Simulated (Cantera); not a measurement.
Cantera run:

```python
import numpy as np
import cantera as ct

gas_names = [...]  # 114 gases of nasa_gas.yaml made of C, Fe, H, O
cond_names = """
    C(gr) C6H6(L) C7H8(L) C8H18(L),n-octa Fe(a) Fe(c) Fe(d) Fe(L) FeC5O5(L) FeO(s) FeO(L) Fe(OH)2(s)
    Fe(OH)3(s) Fe2O3(s) Fe3O4(s) H2O(s) H2O(L)
""".split()


# ... load() reads the species with a 1 bar reference pressure and builds the phases ...
atoms = {
    'Fe': {'Fe': 1},
    'CO2': {'C': 1, 'O': 2},
    'H2': {'H': 2},
}
top_T = {'C(gr)': 4500, 'Fe2O3(s)': 1830, 'Fe3O4(s)': 1870}  # K; cautious upper limits of use, not melting points


# ... equilibrate(T, P, feed) seeds the gas with the atoms and calls Mixture.equilibrate('TP', solver="vcs", rtol=1e-11, max_steps=5000) ...
results = []
T = 1475  # K
P = 17000  # Pa
for m in [0.08, 0.14, 0.2, 0.26, 0.32, 0.38, 0.44]:
    feed = {'Fe': 1, 'CO2': m, 'H2': 67}  # mol
    mix = equilibrate(T, P, feed)
    results.append((T, P, feed, dict(zip(mix.species_names, mix.species_moles))))
    x = sorted(zip(gas.X, gas.species_names), reverse=True)
    print(f"T = {T:g} K  P = {P:g} Pa  n(CO2) = {m:g} mol  gas = {mix.phase_moles(0):.4g} mol")
    print("   x: " + "  ".join(f"{s} {v:.3e}" for v, s in x if v > 0.0001))
    print("   condensed (mol): " + ("  ".join(f"{mix.phase(i).name} {mix.phase_moles(i):.4g}"
          for i in range(1, mix.n_phases) if mix.phase_moles(i) > 1e-12) or "none"))
```

Result:

```
T = 1475 K  P = 17000 Pa  n(CO2) = 0.08 mol  gas = 67.08 mol
   x: H2 9.976e-01  H2O 1.192e-03  CO 1.192e-03
   condensed (mol): Fe(c) 1
T = 1475 K  P = 17000 Pa  n(CO2) = 0.14 mol  gas = 67.14 mol
   x: H2 9.958e-01  H2O 2.084e-03  CO 2.083e-03
   condensed (mol): Fe(c) 1
T = 1475 K  P = 17000 Pa  n(CO2) = 0.2 mol  gas = 67.2 mol
   x: H2 9.940e-01  H2O 2.973e-03  CO 2.972e-03
   condensed (mol): Fe(c) 1
T = 1475 K  P = 17000 Pa  n(CO2) = 0.26 mol  gas = 67.26 mol
   x: H2 9.922e-01  H2O 3.860e-03  CO 3.859e-03
   condensed (mol): Fe(c) 1
T = 1475 K  P = 17000 Pa  n(CO2) = 0.32 mol  gas = 67.32 mol
   x: H2 9.905e-01  H2O 4.744e-03  CO 4.744e-03
   condensed (mol): Fe(c) 1
T = 1475 K  P = 17000 Pa  n(CO2) = 0.38 mol  gas = 67.38 mol
   x: H2 9.887e-01  H2O 5.627e-03  CO 5.627e-03
   condensed (mol): Fe(c) 1
T = 1475 K  P = 17000 Pa  n(CO2) = 0.44 mol  gas = 67.44 mol
   x: H2 9.869e-01  H2O 6.507e-03  CO 6.507e-03
   condensed (mol): Fe(c) 1
```

Equilibrium computed with Cantera from the NASA thermochemical tables; the gas is ideal and each condensed phase is pure.
